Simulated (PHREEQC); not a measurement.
Solution (25 °C): 0.72 mol/kgw KOH and 0.12 mol/kgw KNO3. Closed to the air; pH follows from the charge balance.

Model: ion-association model, wateq4f.dat, run in PHREEQC.

```tsv
quantity	before	after
pH	13.64	12.23
ionic strength (mol/kgw)	0.840	0.840
```

Task: What was changed between the two runs?
A. KNO3 from 0.12 to 0.012 mol/kgw
B. KOH replaced by KHCO3 at the same molality
C. temperature from 25 to 45 °C
D. temperature from 25 to 80 °C

Result: D, temperature from 25 to 80 °C

Precipitation was switched off in this run. The ionic strength passes 0.7 mol/kgw, the rough limit of the ion-association models, in every such run. Constants without temperature data keep their 25 °C values here.
